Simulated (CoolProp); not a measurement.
Vapour-liquid equilibrium of fluoroethane (R161) (1) + R227EA (2) at -43.75 °C; x and y are mole fractions of (1).

Model: multi-fluid Helmholtz-energy mixture model, Wu 2012 and Lemmon 2016; pair parameters Bell 2016, in CoolProp.

Task: Give the bubble pressure and the first vapour's composition at x = 0.05, 0.35, 0.45. Is there an azeotrope?

Result: x = 0.05: 0.02641 MPa, y = 0.065; x = 0.35: 0.03567 MPa, y = 0.579; x = 0.45: 0.04124 MPa, y = 0.710. No azeotrope shows between x = 0.05 and 0.95.

Pair parameters are fitted to limited data, so mixtures are less certain than the pure fluids.
